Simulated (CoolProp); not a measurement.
Values from CoolProp's reference Helmholtz-energy equation of state, Lemmon 2006. It is a short technical equation, of lower accuracy than the large ones.

Q: Give the vapour pressure (MPa), liquid density (kg/m³), vapour density (kg/m³), enthalpy of vaporisation (kJ/kg) of saturated carbon monoxide at 111.1 K.

A: 
```csv
T (K),p (MPa),liquid density (kg/m³),vapour density (kg/m³),enthalpy of vaporisation (kJ/kg)
111.1,1.14,640,44.8,158
```
